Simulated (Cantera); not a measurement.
Mixture: 12.5 % H2, 14.4 % O2, 54.4 % N2, 18.7 % H2O, equivalence ratio 0.43, at 8.30 bar, adiabatic and at constant volume. Ignition delay is the time to a rise of 400 K.

Model: GRI-Mech 3.0 (53 species, 325 reactions), integrated in Cantera. The hydrogen kinetics of GRI-Mech 3.0 are dated; newer H2 mechanisms differ, most at raised pressure. Below about 950 K walls govern HO2 and H2O2 in real vessels.

Task: Predict: delay at 900 K; delay at 1000 K; delay at 1100 K; delay at 1200 K; delay at 1300 K; delay at 1400 K; delay at 1500 K.

Result: 
| Quantity | Value |
|---|---|
| delay at 900 K | 0.198 s |
| delay at 1000 K | 17.8 ms |
| delay at 1100 K | 2.43 ms |
| delay at 1200 K | 0.409 ms |
| delay at 1300 K | 67.2 µs |
| delay at 1400 K | 9.71 µs |
| delay at 1500 K | 3.59 µs |
